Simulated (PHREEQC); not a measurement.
# Leach liquor (model solution)

A solution holds 0.041 mol H2SO4, 0.0021 mol FeSO4 and 0.00018 mol Fe2(SO4)3 per kg of water, at 25 °C. Closed to the air; pH follows from the charge balance.

Model: ion-association model, phreeqc.dat, run in PHREEQC.

```yaml
pH: 1.36
ionic_strength: 0.0703 mol/kgw
specific_conductance: 18500 µS/cm
density: 1.000 g/cm³
total_alkalinity: -82.7 meq/kg
```

| species | molality | activity | log γ |
|---|---|---|---|
| H+ | 0.0524 | 0.0440 | -0.076 |
| HSO4- | 0.0293 | 0.0235 | -0.096 |
| SO4-2 | 0.0132 | 0.00549 | -0.380 |
| Fe+2 | 0.00133 | 0.000587 | -0.355 |
| FeSO4 | 0.000564 | 0.000573 | 0.007 |
| FeSO4+ | 0.000254 | 0.000204 | -0.094 |
| FeHSO4+ | 0.000207 | 0.000166 | -0.096 |
| FeHSO4+2 | 5.83e-5 | 2.41e-5 | -0.385 |
| Fe(SO4)2- | 3.06e-5 | 2.45e-5 | -0.096 |
| Fe+3 | 1.63e-5 | 3.39e-6 | -0.682 |
| FeOH+2 | 1.18e-6 | 4.96e-7 | -0.377 |
| Fe(OH)2+ | 4.61e-9 | 3.73e-9 | -0.092 |

No solid was allowed to form. The solution is supersaturated, for example in Hematite (slow to form), so a real one may precipitate; this is no full list. Complexes and solids missing from the database can't appear.
